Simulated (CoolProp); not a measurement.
R1234yf along the isotherm 410 K: density (kg/m³) from the reference equation and from simpler models built on Tc = 367.8 K, pc = 3384 kPa, ω = 0.276; each cubic takes its own stable root.

Model: reference Helmholtz-energy equation of state, Lemmon 2022, in CoolProp.

```csv
p (kPa),phase,reference,ideal gas,Soave-Redlich-Kwong,Peng-Robinson
1690,gas,64.83,56.54,64.46,65.64
3380,gas,156.2,113.1,153.4,159.4
5080,supercritical,309.0,169.9,290.4,307.2
6770,supercritical,526.4,226.5,448.7,480.8
8460,supercritical,653.7,283.0,551.9,598.0
10200,supercritical,724.4,341.2,620.9,677.2
11800,supercritical,768.3,394.8,667.7,731.0
13500,supercritical,803.9,451.6,707.2,776.3
15200,supercritical,832.6,508.5,739.9,813.7
16900,supercritical,856.7,565.4,767.8,845.5
```
